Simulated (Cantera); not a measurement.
Feed: 1 mol C2H6, 1.9 mol CO2, 6 mol H2, held at 1573.15 K and 5400 Pa.

Cantera equilibrium calculation (NASA polynomials, part measured and part estimated; ideal gas, pure solids and liquids). Candidate condensed phases: C, C6H6, C7H8, C8H18, H2O; 110 gas species. The numbers say what is thermodynamically allowed, not how fast it happens.

Base state: H2 0.703, CO 0.297, H 0.000147, CH4 4.89e-5, C2H2 (acetylene) 1.45e-5, H2O 1.17e-5 (mole fractions); condensed: C(graphite).

Task: What changes in the equilibrium state with this change: temperature from 1573.15 K to 3023 K?

Result: 
```
species             before     after
----------------  --------  --------
H                 0.000147     0.424
H2                   0.703     0.339
CO                   0.297     0.234
C2H                  <1e-9  0.000454
C                    <1e-9  0.000351
C3                   <1e-9  0.000201
C(graphite), mol    0.0992         0
```

Task: What changes in the equilibrium state with this change: CO2 from 1.9 to 0.036 mol?

Result: 
| species | before | after |
|---|---|---|
| H2 | 0.703 | 0.992 |
| CO | 0.297 | 0.00794 |
| H | 0.000147 | 0.000175 |
| CH4 | 4.89e-5 | 9.74e-5 |
| H2O | 1.17e-5 | 4.42e-7 |
| C2H2 (acetylene) | 1.45e-5 | 2.05e-5 |
| C(graphite), mol | 0.0992 | 1.96 |
